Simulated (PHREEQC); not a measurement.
# Brine: speciation

Dissolve 0.26 mol/kgw Na2CO3 at 25 °C. Closed to the air; pH follows from the charge balance.

Computed with PHREEQC (Pitzer model, pitzer.dat).

Each row changes one thing in this solution. No solid was allowed to form.

```
case                                  pH  ionic strength (mol/kgw)  HCO3- (mol/kgw)  CO2 (mol/kgw)
---------------------------------  -----  ------------------------  ---------------  -------------
as made                            11.47                     0.775          0.00452        1.81e-8
diluted 2-fold with water          11.37                         …          0.00345        2.13e-8
Na2CO3 from 0.26 to 0.234 mol/kgw      …                     0.698          0.00435        1.87e-8
temperature from 25 to 70 °C           …                     0.766           0.0142        2.44e-7
0.0069 mol/kgw NaCl added          11.47                         …          0.00451        1.81e-8
0.008 mol/kgw NaBr added           11.47                     0.783          0.00451        1.81e-8
```

### Question
What belongs in the gaps?

### Answer

- diluted 2-fold with water, ionic strength (mol/kgw): 0.387
- Na2CO3 from 0.26 to 0.234 mol/kgw, pH: 11.46
- temperature from 25 to 70 °C, pH: 10.76
- 0.0069 mol/kgw NaCl added, ionic strength (mol/kgw): 0.782

Species that the database lacks are ignored. Constants without temperature data keep their 25 °C values here.
